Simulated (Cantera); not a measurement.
An isothermal, constant-pressure homogeneous reactor starts with H2 : O2 : N2 = 0.093 : 1 : 0.11 (molar parts), at 1125 K and 10.00 Torr.

Model: the H2/O2 subset of GRI-Mech 3.0, which has no nitrogen chemistry, integrated in Cantera. Radical loss at walls, strong at low pressure, is not modelled. The temperature is held fixed by assumption; the heat of reaction is taken as removed at once.

x: mole fraction; the columns are a selection and need not sum to one.

| t (s) | x H2 | x O2 | x H | x O | x H2O | x OH | x H2O2 |
|---|---|---|---|---|---|---|---|
| 3.00e-5 | 0.0773 | 0.831 | 3.34e-10 | 6.90e-11 | 1.37e-11 | 6.17e-11 | <1e-12 |
| 9.11e-5 | 0.0773 | 0.831 | 9.35e-10 | 5.28e-10 | 2.83e-10 | 3.97e-10 | <1e-12 |
| 0.000277 | 0.0773 | 0.831 | ? | ? | ? | ? | 1.55e-12 |
| 0.000840 | 0.0773 | 0.831 | 1.96e-7 | 2.45e-7 | 4.32e-7 | 1.39e-7 | 1.50e-11 |
| 0.00255 | 0.0545 | 0.817 | 0.00800 | 0.00861 | 0.0168 | 0.00399 | 1.94e-7 |
| 0.00775 | 0.00170 | 0.788 | 0.0142 | 0.0328 | 0.0676 | 0.00344 | 1.25e-7 |
| 0.0235 | ? | 0.807 | ? | ? | 0.0748 | ? | 1.43e-7 |
| 0.0714 | 0.000195 | 0.821 | 0.000487 | 0.00348 | 0.0792 | 0.00116 | 1.36e-7 |
| 0.217 | 2.36e-5 | 0.824 | 2.07e-5 | 0.000425 | 0.0802 | 0.000404 | 7.81e-8 |
| 0.659 | 2.97e-6 | 0.824 | 9.64e-7 | 5.48e-5 | 0.0803 | 0.000146 | 3.04e-8 |
| 2.00 | 4.99e-7 | 0.824 | 6.89e-8 | 9.44e-6 | 0.0804 | 6.05e-5 | 1.03e-8 |

Q: Complete the blanks.

A: 
- 0.000277, x H: 4.48e-9
- 0.000277, x O: 4.78e-9
- 0.000277, x H2O: 5.70e-9
- 0.000277, x OH: 2.90e-9
- 0.0235, x H2: 0.000883
- 0.0235, x H: 0.00491
- 0.0235, x O: 0.0161
- 0.0235, x OH: 0.00248
